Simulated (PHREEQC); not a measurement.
Consider water at 93 °C with 0.0032 mol NH4HF2, 0.00016 mol H2SiF6, 0.1 mol H3BO3, 0.00024 mol HCl and 0.012 mol NaBr per kg of water. Closed to the air; pH follows from the charge balance.

Computed with PHREEQC (ion-association model, phreeqc.dat).

No solid was allowed to form.

Q: Order these F species by the share of F that they hold, largest first: BF4-, BF3OH-, BF2(OH)2-, HF, F-.

A: BF2(OH)2- (49 %), HF (20 %), F- (14 %), BF4- (9.0 %), BF3OH- (7.2 %)

The pH is 3.56 and the ionic strength 0.0155 mol/kgw. Species that the database lacks are ignored. Constants without temperature data keep their 25 °C values here. SiF6-2 is the database's only silicon fluoride. Real BF4- forms and hydrolyses slowly; the run takes it at equilibrium.
